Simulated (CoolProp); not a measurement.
Ammonia along the isotherm 422.7 K: Z from the reference equation and from simpler models built on Tc = 405.6 K, pc = 113.6 bar, ω = 0.256; each cubic takes its own stable root.

The numbers come from the reference Helmholtz-energy equation of state, Gao 2020 in CoolProp.

```
p (bar)          phase  reference
-------  -------------  ---------
43.7               gas     0.8671
87.4               gas     0.7031
131      supercritical     0.4614
175      supercritical     0.2597
219      supercritical     0.2807
262      supercritical     0.3135
306      supercritical     0.3496
350      supercritical     0.3862
393      supercritical     0.4219
437      supercritical     0.4583
481      supercritical     0.4944
524      supercritical     0.5294
568      supercritical     0.5648
```

How far does each simpler model (van der Waals, Soave-Redlich-Kwong, Peng-Robinson) lie from the reference over these 13 states: mean and median of the absolute difference, and the worst?


- van der Waals: mean 42.9 %, median 55.2 %, worst +57.3 % at 422.7 K and 568 bar
- Soave-Redlich-Kwong: mean 24.4 %, median 28.1 %, worst +36.5 % at 422.7 K and 175 bar
- Peng-Robinson: mean 14.1 %, median 15.6 %, worst +25.6 % at 422.7 K and 175 bar
